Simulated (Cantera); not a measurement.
A perfectly stirred reactor is fed with H₂ : O₂ : N₂ = 1 : 1 : 8.8 (molar parts), at 0.620 bar; it is adiabatic with a 775 K inlet, and is followed from long to short residence time, starting on the burning branch (τ in s: 0.33, 0.1, 0.03, 0.0091, 0.0027, 0.00082, 0.00025, 7.5e-05, 2.2e-05).

Cantera simulation using GRI-Mech 3.0 (53 species, 325 reactions); the numbers are that mechanism's predictions, not measurements.

x: mole fraction; the columns are a selection and need not sum to one.

```
τ (s)    T (K)      x H₂    x O₂     x NO   x H₂O       x H    x N₂O
-------  -----  --------  ------  -------  ------  --------  -------
0.33      1469  0.000109  0.0484        ?  0.0967   1.48e-5  5.46e-7
0.10      1466  0.000240  0.0484  2.26e-6  0.0964   4.88e-5  4.72e-7
0.030     1460  0.000526  0.0484  2.10e-6  0.0959  0.000161  3.60e-7
0.0091    1447   0.00113  0.0484        ?  0.0948  0.000510  2.59e-7
0.0027    1420   0.00238  0.0486        ?  0.0926   0.00155  1.78e-7
0.00082   1366   0.00486  0.0496        ?  0.0883   0.00411  1.19e-7
0.00025   1270    0.0108  0.0529        ?  0.0794   0.00872  6.78e-8
7.5e-5     775    0.0926  0.0926   <1e-12  <1e-12    <1e-12   <1e-12
2.2e-5     775    0.0926  0.0926   <1e-12  <1e-12    <1e-12   <1e-12
```

Q: Complete the blanks.

A: 
- 0.33, x NO: 2.83e-6
- 0.0091, x NO: 2.66e-6
- 0.0027, x NO: 3.97e-6
- 0.00082, x NO: 5.06e-6
- 0.00025, x NO: 3.91e-6
